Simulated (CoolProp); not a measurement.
Vapour-liquid equilibrium of R114 (1) + n-heptane (2) at 267 kPa; x and y are mole fractions of (1).

Computed with CoolProp (multi-fluid Helmholtz-energy mixture model, Platzer 1990 and Span 2003; pair parameters Bell 2016). This equation is an older, rougher fit; its heat capacities, sound speeds and derivatives of the liquid may be far off and weren't checked against measurements.

| x | bubble temperature, mixture model (°C) | bubble temperature, Raoult's law (°C) | y, mixture model | y, Raoult's law |
|---|---|---|---|---|
| 0.05 | 116.0 | 118.2 | … | 0.377 |
| 0.125 | 93.4 | 99.5 | … | 0.657 |
| 0.2 | 77.8 | 85.9 | … | 0.793 |
| 0.275 | 67.1 | 75.5 | 0.885 | 0.867 |
| 0.35 | 59.6 | 67.3 | 0.919 | 0.910 |
| 0.425 | 54.0 | 60.7 | 0.940 | 0.938 |
| 0.5 | 49.7 | 55.1 | 0.954 | 0.957 |
| 0.575 | 46.3 | 50.3 | 0.964 | 0.970 |
| 0.65 | 43.4 | 46.1 | 0.971 | 0.979 |
| 0.725 | 40.8 | 42.5 | 0.978 | 0.986 |
| 0.8 | 38.4 | 39.2 | 0.984 | 0.991 |
| 0.875 | 36.0 | 36.3 | 0.990 | 0.995 |
| 0.95 | 33.6 | 33.6 | 0.996 | 0.998 |

### Question
What belongs in the gaps?

### Answer

- 0.05, y, mixture model: 0.386
- 0.125, y, mixture model: 0.690
- 0.2, y, mixture model: 0.822

The largest gap from Raoult's law is -8.4 K in bubble temperature, at x = 0.275. No azeotrope shows between x = 0.05 and 0.95.

The pair parameters rest on a limited set of measurements; away from them the model extrapolates.
